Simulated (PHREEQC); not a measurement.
0.68 g of hydrous ferric oxide (600 m²/g; 0.2 weak and 0.005 strong sites per Fe, Dzombak-Morel constants, diffuse double layer) in 1 kg of water with 0.005 mol/kgw of an inert sodium salt and 9e-06 mol/kgw SrCl2, at 25 °C; the pH is set by adding NaOH or the inert anion's acid. Oxygen alone is held at its pressure in air (log pO2 = -0.68). CO2 from the air is kept out. Precipitation was switched off in this run.

Base run: PHREEQC, ion-association model, wateq4f.dat. Each further column changes one thing. The table gives surface charge σ (C/m²).

```json
[
 {"pH": "3", "base": "0.306", "background salt from 0.005 to 0.0005 mol/kgw": "0.253", "oxide from 0.68 to 3.4 g/kgw": "0.319", "0.004 mol/kgw CuCl2 added": "?"},
 {"pH": "4", "base": "0.186", "background salt from 0.005 to 0.0005 mol/kgw": "0.108", "oxide from 0.68 to 3.4 g/kgw": "0.199", "0.004 mol/kgw CuCl2 added": "0.247"},
 {"pH": "5", "base": "0.091", "background salt from 0.005 to 0.0005 mol/kgw": "0.041", "oxide from 0.68 to 3.4 g/kgw": "0.096", "0.004 mol/kgw CuCl2 added": "?"},
 {"pH": "6", "base": "0.038", "background salt from 0.005 to 0.0005 mol/kgw": "0.014", "oxide from 0.68 to 3.4 g/kgw": "0.039", "0.004 mol/kgw CuCl2 added": "0.226"},
 {"pH": "7", "base": "0.013", "background salt from 0.005 to 0.0005 mol/kgw": "?", "oxide from 0.68 to 3.4 g/kgw": "0.013", "0.004 mol/kgw CuCl2 added": "?"},
 {"pH": "8", "base": "0.001", "background salt from 0.005 to 0.0005 mol/kgw": "0.000", "oxide from 0.68 to 3.4 g/kgw": "0.001", "0.004 mol/kgw CuCl2 added": "?"},
 {"pH": "9", "base": "-0.009", "background salt from 0.005 to 0.0005 mol/kgw": "?", "oxide from 0.68 to 3.4 g/kgw": "-0.009", "0.004 mol/kgw CuCl2 added": "0.029"},
 {"pH": "10", "base": "-0.030", "background salt from 0.005 to 0.0005 mol/kgw": "?", "oxide from 0.68 to 3.4 g/kgw": "-0.031", "0.004 mol/kgw CuCl2 added": "0.006"},
 {"pH": "11", "base": "-0.080", "background salt from 0.005 to 0.0005 mol/kgw": "-0.049", "oxide from 0.68 to 3.4 g/kgw": "-0.085", "0.004 mol/kgw CuCl2 added": "-0.011"}
]
```

Task: What belongs in the gaps?

Result: 
- 3, 0.004 mol/kgw CuCl2 added: 0.339
- 5, 0.004 mol/kgw CuCl2 added: 0.198
- 7, background salt from 0.005 to 0.0005 mol/kgw: 0.004
- 7, 0.004 mol/kgw CuCl2 added: 0.175
- 8, 0.004 mol/kgw CuCl2 added: 0.087
- 9, background salt from 0.005 to 0.0005 mol/kgw: -0.003
- 10, background salt from 0.005 to 0.0005 mol/kgw: -0.012

The oxide is taken as insoluble; below pH 4 it would dissolve. In at least one series the solution becomes supersaturated in solids that the run did not let form, among them Cu(OH)2, Atacamite. The database's constant for dissolved Cu(OH)2 is higher than later reviews accept.
